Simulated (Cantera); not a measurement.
Cantera run, input and output.

```python
import numpy as np
import cantera as ct

surf = ct.Interface("diamond.yaml", "diamond_100")
gas, bulk = surf.adjacent["gas"], surf.adjacent["diamond"]
k = surf.kinetics_species_index(bulk.species_names[0])
cover = ["c6HH", "c6H*", "c6*H", "c6**", "c6HM", "c6B"]

rows, drift = [], 0.0
print(f"{'xCH3':>10s}{'um/h':>11s}" + "".join(f"{s:>11s}" for s in cover))
for v in [1e-06, 2.1e-06, 4.6e-06, 9.8e-06, 2.1e-05, 4.5e-05, 9.6e-05, 0.00021, 0.00044]:
    T, P, xH, xCH3 = 925, 1800, 0.0011, v
    gas.TPX = T, P, {"H": xH, "CH3": xCH3, "CH4": 0.015, "H2": 1 - xH - xCH3 - 0.015}
    surf.TP = bulk.TP = T, P
    surf.coverages = "c6H*:0.1, c6HH:0.9"
    surf.advance_coverages(100.0)
    before = surf.coverages
    surf.advance_coverages(100.0)
    drift = max(drift, np.max(np.abs(surf.coverages - before) / (surf.coverages + 1e-9)))
    rate = surf.net_production_rates[k] * bulk.mean_molecular_weight / bulk.density * 3.6e9
    rows.append([rate, *surf[cover].coverages])
    print(f"{v:10.4g}{rate:11.4e}" + "".join(f"{x:11.3e}" for x in rows[-1][1:]))
```

Output:

```
      xCH3       um/h       c6HH       c6H*       c6*H       c6**       c6HM        c6B
     1e-06 6.0650e-03  6.682e-01  1.219e-02  3.135e-01  5.281e-03  6.363e-04  1.646e-11
   2.1e-06 1.2724e-02  6.676e-01  1.218e-02  3.133e-01  5.275e-03  1.335e-03  3.453e-11
   4.6e-06 2.7810e-02  6.663e-01  1.215e-02  3.126e-01  5.261e-03  2.918e-03  7.546e-11
   9.8e-06 5.8976e-02  6.635e-01  1.210e-02  3.113e-01  5.233e-03  6.187e-03  1.600e-10
   2.1e-05 1.2514e-01  6.576e-01  1.199e-02  3.085e-01  5.173e-03  1.313e-02  3.396e-10
   4.5e-05 2.6266e-01  6.455e-01  1.176e-02  3.026e-01  5.048e-03  2.756e-02  7.128e-10
   9.6e-05 5.3696e-01  6.212e-01  1.131e-02  2.910e-01  4.800e-03  5.634e-02  1.457e-09
   0.00021 1.0745e+00  5.736e-01  1.042e-02  2.681e-01  4.317e-03  1.128e-01  2.916e-09
   0.00044 1.9219e+00  4.985e-01  9.018e-03  2.320e-01  3.564e-03  2.018e-01  5.215e-09
```

Computed with Cantera and the Harris–Goodwin 1993 mechanism for the reconstructed diamond (100) surface.
